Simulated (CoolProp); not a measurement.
The numbers come from the reference Helmholtz-energy equation of state, Lemmon 2006 in CoolProp. It is a short technical equation, of lower accuracy than the large ones.

**Question.** For carbonyl sulfide, give the phase and the density (kg/m³), cp (kJ/(kg K)), speed of sound (m/s) at 126.05 °C and 143 bar; 126.05 °C and 250 bar.

**Answer.** 
- 126.05 °C and 143 bar: supercritical; density 709, cp 1.79, speed of sound 374
- 126.05 °C and 250 bar: supercritical; density 820, cp 1.40, speed of sound 527
